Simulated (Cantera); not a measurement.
Feed: 1 mol AlI3, 22 mol N2, 4 mol H2, 16 mol NH3.

Equilibrium computed with Cantera from the NASA thermochemical tables; the gas is ideal and each condensed phase is pure. Candidate condensed phases: Al, AlI3, AlN, I2; 19 gas species. Rates play no part.

Q: What condenses at these points (T in °C, P in Pa): (925, 100); (1325, 3200); (825, 1000); (1325, 32); (1225, 100)?

A: 
```
T (°C)  P in Pa  condensed phases  Al condensed (%)
------  -------  ----------------  ----------------
925         100               AlN              99.9
1325       3200               AlN              85.9
825        1000               AlN              99.6
1325         32          gas only               0.0
1225        100               AlN              75.7
```
